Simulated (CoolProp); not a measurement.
Properties of R123 along the isobar 2740 kPa (Tc = 456.8 K, pc = 3662 kPa, ω = 0.282).

The numbers come from the reference Helmholtz-energy equation of state, Younglove 1994 in CoolProp. It is a modified Benedict-Webb-Rubin equation, recast in Helmholtz form.

| T (K) | phase | density (kg/m³) | cp (kJ/(kg K)) |
|---|---|---|---|
| 270.2 | liquid | 1539 | 0.9833 |
| 287.9 | liquid | 1497 | 1.003 |
| 305.5 | liquid | 1453 | 1.023 |
| 323.2 | liquid | 1407 | 1.044 |
| 340.9 | liquid | 1359 | 1.068 |
| 358.6 | liquid | 1307 | 1.096 |
| 376.2 | liquid | 1252 | 1.131 |
| 393.9 | liquid | 1189 | 1.180 |
| 411.6 | liquid | 1114 | 1.260 |
| 429.3 | liquid | 1015 | 1.440 |
| 447 | gas | 184.1 | 1.340 |
| 464.6 | gas | 156.2 | 1.118 |
| 482.3 | gas | 139.7 | 1.043 |
| 500 | gas | 128.0 | 1.009 |
